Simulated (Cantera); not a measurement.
Cantera run:

```python
import numpy as np
import cantera as ct

gas_names = """
    H HNO HNO2 HNO3 HO2 H2 H2O H2O2 N NH NH2 NH3 NH2OH NO NO2 NO3 N2 N2H2 N2H4 N2O O OH O2 O3 Si SiH
    SiH2 SiH3 SiH4 SiN SiO SiO2 Si2 Si2N Si3
""".split()
cond_names = """
    H2O(s) H2O(L) Si(cr) Si(L) SiO2(Lqz) SiO2(hqz) SiO2(L) Si2N2O(s) Si3N4(a)
""".split()


def load(file, names, dense=False):
    # The tables refer to 1 bar. Condensed volumes are neglected.
    table = {s.name: s for s in ct.Species.list_from_file(file)}
    out = []
    for n in names:
        d = dict(table[n].input_data)
        d["thermo"] = dict(d["thermo"], **{"reference-pressure": 1e5})
        if dense:
            d["equation-of-state"] = {"model": "constant-volume", "density": "1e6 g/cm^3"}
        out.append(ct.Species.from_dict(d))
    return out


gas = ct.Solution(thermo="ideal-gas", species=load("nasa_gas.yaml", gas_names))
cond = {s.name: ct.Solution(thermo="fixed-stoichiometry", species=[s], name=s.name)
        for s in load("nasa_condensed.yaml", cond_names, dense=True)}
atoms = {
    'Si2H6': {'Si': 2, 'H': 6},
    'O3': {'O': 3},
    'N2O': {'N': 2, 'O': 1},
}
top_T = {'Si2N2O(s)': 2100, 'Si3N4(a)': 2400}  # K; cautious upper limits of use, not melting points


def equilibrate(T, P, feed):
    n = {}
    for name, mol in feed.items():
        for a, k in atoms[name].items():
            n[a] = n.get(a, 0.0) + k * mol
    gas.TPX = T, P, n
    mass = sum(n.values()) * gas.mean_molecular_weight
    gas.equilibrate("TP")
    valid = [c for c in cond.values() if c.min_temp <= T <= top_T.get(c.name, c.max_temp)]
    mix = ct.Mixture([(gas, mass / gas.mean_molecular_weight)] + [(c, 0.0) for c in valid])
    mix.T, mix.P = T, P
    mix.equilibrate("TP", solver="vcs", rtol=1e-11, max_steps=5000)
    return mix


results = []
feed = {'Si2H6': 1, 'O3': 0.2, 'N2O': 7}  # mol
T = 1748  # K
P = 133.322  # Pa
mix = equilibrate(T, P, feed)
results.append((T, P, feed, dict(zip(mix.species_names, mix.species_moles))))
x = sorted(zip(gas.X, gas.species_names), reverse=True)
print(f"T = {T:g} K  P = {P:g} Pa  gas = {mix.phase_moles(0):.4g} mol")
print("   x: " + "  ".join(f"{s} {v:.3e}" for v, s in x if v > 0.001))
print("   condensed (mol): " + ("  ".join(f"{mix.phase(i).name} {mix.phase_moles(i):.4g}"
      for i in range(1, mix.n_phases) if mix.phase_moles(i) > 1e-12) or "none"))
```

Output:

```
T = 1748 K  P = 133.322 Pa  gas = 10.32 mol
   x: N2 6.778e-01  H2O 2.877e-01  O2 2.847e-02  OH 2.688e-03  H2 1.528e-03  NO 1.183e-03
   condensed (mol): SiO2(L) 2
```

Cantera equilibrium calculation (NASA polynomials, part measured and part estimated; ideal gas, pure solids and liquids). The feed counts by its element totals alone. The tables hold silica as quartz up to 1696 K and as liquid above; real silica turns to tridymite and cristobalite and melts near 1996 K.
